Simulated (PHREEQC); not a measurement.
**Brine: speciation**

A solution holds 0.62 mol LiCl, 0.0187 mol BaCl2 and 1 mol KBr per kg of water, at 25 °C. Closed to the air; pH follows from the charge balance.

Computed with PHREEQC (Pitzer model, pitzer.dat).

This is a speciation only: nothing precipitates in the calculation.

What activity of water, density does the model give?

activity of water 0.943; density 1.093 g/cm³.
